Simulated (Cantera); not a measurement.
A closed system holds: 1 mol SiCl₄, 0.04 mol HCl, 39 mol H₂, equilibrated at 825 K and 75.0 Torr.

These are equilibrium values from Cantera (NASA tables, ideal gas, pure condensed phases), not measurements of a reactor. Candidate condensed phases: Si; 19 gas species. The tables' values for SiCl₃ are old estimates; treat these amounts as uncertain. Equilibrium is a limit: real reactors are often held back by kinetics, nucleation or transport.

Base state: H₂ 0.969, SiCl₄ 0.0205, HCl 0.00558, SiHCl₃ 0.00440, SiH₂Cl₂ 7.98e-5, SiCl₃ 1.60e-5 (mole fractions); condensed: gas only.

Problem. What changes in the equilibrium state with this change: HCl from 0.04 to 0.54 mol?

Solution. 
```tsv
species	before	after
H₂	0.969	0.960
SiCl₄	0.0205	0.0229
HCl	0.00558	0.0151
SiHCl₃	0.00440	0.00179
SiH₂Cl₂	7.98e-5	1.19e-5
SiCl₃	1.60e-5	6.53e-6
```
